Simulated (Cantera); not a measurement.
CH2F2 + F2 + H2 + HCl (fluorocarbon and chlorocarbon gases)

Charge: 1 mol CH2F2, 1.1 mol F2, 0.47 mol H2, 0.034 mol HCl, held at 1725 °C.

Method: chemical equilibrium by Gibbs-energy minimisation in Cantera with the NASA 1993 tables (ideal gas, pure condensed phases). Candidate condensed phases: C, C6H6, C7H8, C8H18; 118 gas species. Gases not in the tables: C2F6 and larger saturated fluorocarbons. Rates play no part.

```json
[
 {"P (Pa)": "1", "x HF": "0.707", "x F": "0.277", "x CF4": "3.89e-6", "x CF2": "0.00684", "x Cl": "0.00807", "x HCl": "1.13e-5", "x CF3": "4.46e-6", "n C(graphite)": "0.966"},
 {"P (Pa)": "3.60", "x HF": "0.717", "x F": "0.253", "x CF4": "0.000126", "x CF2": "0.0205", "x Cl": "0.00819", "x HCl": "1.27e-5", "x CF3": "4.41e-5", "n C(graphite)": "0.909"},
 {"P (Pa)": "13", "x HF": "0.741", "x F": "0.201", "x CF4": "0.00236", "x CF2": "0.0467", "x Cl": "0.00845", "x HCl": "1.71e-5", "x CF3": "0.000287", "n C(graphite)": "0.798"},
 {"P (Pa)": "46", "x HF": "0.783", "x F": "0.126", "x CF4": "0.0161", "x CF2": "0.0648", "x Cl": "0.00892", "x HCl": "3.04e-5", "x CF3": "0.000883", "n C(graphite)": "0.687"},
 {"P (Pa)": "170", "x HF": "0.832", "x F": "0.0600", "x CF4": "0.0423", "x CF2": "0.0547", "x Cl": "0.00943", "x HCl": "7.15e-5", "x CF3": "0.00132", "n C(graphite)": "0.647"},
 {"P (Pa)": "600", "x HF": "0.863", "x F": "0.0258", "x CF4": "0.0637", "x CF2": "0.0357", "x Cl": "0.00968", "x HCl": "0.000177", "x CF3": "0.00131", "n C(graphite)": "0.653"},
 {"P (Pa)": "2200", "x HF": "0.881", "x F": "0.0102", "x CF4": "0.0773", "x CF2": "0.0205", "x Cl": "0.00959", "x HCl": "0.000452", "x CF3": "0.00109", "n C(graphite)": "0.666"},
 {"P (Pa)": "7700", "x HF": "0.889", "x F": "0.00409", "x CF4": "0.0845", "x CF2": "0.0115", "x Cl": "0.00903", "x HCl": "0.00107", "x CF3": "0.000853", "n C(graphite)": "0.676"},
 {"P (Pa)": "28000", "x HF": "0.893", "x F": "0.00157", "x CF4": "0.0888", "x CF2": "0.00618", "x Cl": "0.00769", "x HCl": "0.00239", "x CF3": "0.000641", "n C(graphite)": "0.682"},
 {"P (Pa)": "100000", "x HF": "0.894", "x F": "0.000609", "x CF4": "0.0914", "x CF2": "0.00332", "x Cl": "0.00554", "x HCl": "0.00445", "x CF3": "0.000476", "n C(graphite)": "0.684"}
]
```
x: gas mole fraction; n: condensed amount in mol.

From 1.00 Pa to 1.00 bar the condensed part is C(graphite). The main C-bearing gas is CF2 at 1.00 Pa and CF4 at 1.00 bar. The share of C in condensed phases is highest at 1.00 Pa (96.6 %) and lowest at 1.70 mbar (64.7 %).
